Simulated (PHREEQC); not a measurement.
# Metal-bearing waste water: speciation

Make-up at 30 °C: 0.0049 mol Al2(SO4)3, 0.0001 mol ZnCl2 and 0.00062 mol NaHCO3 per kg of water. Closed to the air; pH follows from the charge balance.

Model: ion-association model, phreeqc.dat, run in PHREEQC.

```json
{
 "pH": "4.53",
 "ionic_strength": "0.0250 mol/kgw",
 "total_alkalinity": "0.620 meq/kg"
}
```

```json
[
 {"species": "AlSO4+", "molality": "0.00688", "activity": "0.00591", "log γ": "-0.066"},
 {"species": "SO4-2", "molality": "0.00623", "activity": "0.00343", "log γ": "-0.259"},
 {"species": "Al+3", "molality": "0.00161", "activity": "0.000511", "log γ": "-0.499"},
 {"species": "Al(SO4)2-", "molality": "0.000764", "activity": "0.000656", "log γ": "-0.066"},
 {"species": "Na+", "molality": "0.000609", "activity": "0.000524", "log γ": "-0.065"},
 {"species": "CO2", "molality": "0.000609", "activity": "0.000612", "log γ": "0.003"},
 {"species": "AlOH+2", "molality": "0.000428", "activity": "0.000238", "log γ": "-0.254"},
 {"species": "Cl-", "molality": "0.000200", "activity": "0.000171", "log γ": "-0.068"},
 {"species": "Al(OH)2+", "molality": "0.000112", "activity": "9.70e-5", "log γ": "-0.064"},
 {"species": "Zn+2", "molality": "6.75e-5", "activity": "3.72e-5", "log γ": "-0.258"}
]
```

No solid was allowed to form. The solution is supersaturated, for example in Gibbsite (slow to form), so a real one may precipitate; this is no full list. Complexes and solids missing from the database can't appear.
